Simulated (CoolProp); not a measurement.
CH3F (R41) at 298.15 K and 2.59 MPa is compressed adiabatically to 8.04 MPa with isentropic efficiency 0.8. Each further row changes one setting.

The numbers come from the reference Helmholtz-energy equation of state, Lemmon 2006 in CoolProp. It is a short technical equation, of lower accuracy than the large ones.

| case | work (kJ/kg) | final temperature (K) | final density (kg/m³) |
|---|---|---|---|
| as stated | 86.3 | 396.6 | 112 |
| efficiency 1 | 69.0 | 388.3 | (withheld) |
| efficiency 0.65 | (withheld) | (withheld) | (withheld) |

### Question
Complete the blanks.

### Answer

- efficiency 1, final density (kg/m³): 118
- efficiency 0.65, work (kJ/kg): 106
- efficiency 0.65, final temperature (K): 406.6
- efficiency 0.65, final density (kg/m³): 105
